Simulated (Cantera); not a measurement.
A closed system holds: 1 mol SiH2Cl2, 53 mol N2, equilibrated at 1348.15 K and 1.00 bar.

Method: chemical equilibrium by Gibbs-energy minimisation in Cantera with the NASA 1993 tables (ideal gas, pure condensed phases). Candidate condensed phases: NH4Cl, Si, Si3N4; 28 gas species. N2 is the only nitrogen source here; it is nearly inert below about 1500 K, so the nitride shown seldom forms there in practice. The tables' values for SiCl3 are old estimates; treat these amounts as uncertain. Rates play no part.

Base state: N2 0.966, HCl 0.0268, H2 0.00500, SiCl4 0.00233, SiCl3 0.000165, SiCl2 5.86e-5, SiHCl3 2.47e-5 (mole fractions); condensed: Si3N4(s).

Task: What changes in the equilibrium state with this change: temperature from 1348.15 K to 1650 K?

Result: 
```json
[
 {"species": "N2", "before": "0.966", "after": "0.964"},
 {"species": "HCl", "before": "0.0268", "after": "0.0248"},
 {"species": "H2", "before": "0.00500", "after": "0.00593"},
 {"species": "SiCl2", "before": "5.86e-5", "after": "0.00296"},
 {"species": "SiCl4", "before": "0.00233", "after": "0.000728"},
 {"species": "Cl", "before": "7.33e-7", "after": "2.30e-5"},
 {"species": "SiCl3", "before": "0.000165", "after": "0.000990"},
 {"species": "SiHCl3", "before": "2.47e-5", "after": "2.92e-5"},
 {"species": "Si3N4(s), mol", "before": "0.287", "after": "0.248"}
]
```
